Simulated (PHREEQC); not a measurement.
A column of 0.1 m (30 cells, dispersivity 0.0035 m, 720 s a shift, diffusion coefficient 3e-10 m²/s) holds 0.0088 eq of the database's cation exchanger X per kg of pore water, first in equilibrium with 0.00055 mol MgCl2, 0.00037 mol PbCl2 and 1e-05 mol HCl per kg of water. It is flushed with 3.1 mmol/kgw CdCl2, 5.3 mmol/kgw KCl and 0.01 mmol/kgw HCl, at 40 °C. Values are for the last cell. CO2 from the air is kept out. Precipitation was switched off in this run.

The series has 31 steps of pore volumes, from 0 to 4.017.

Computed with PHREEQC (ion-association model, phreeqc.dat).

Question: After how many pore volumes does K at the outlet first reach half of its feed value?

Answer: By 1.4 pore volumes.

Question: After how many pore volumes does Cd at the outlet first reach half of its feed value?

Answer: By 1.9 pore volumes.

Species that the database lacks are ignored. Away from 25 °C the constants follow the database's enthalpies or fits; those with neither stay at their 25 °C values.
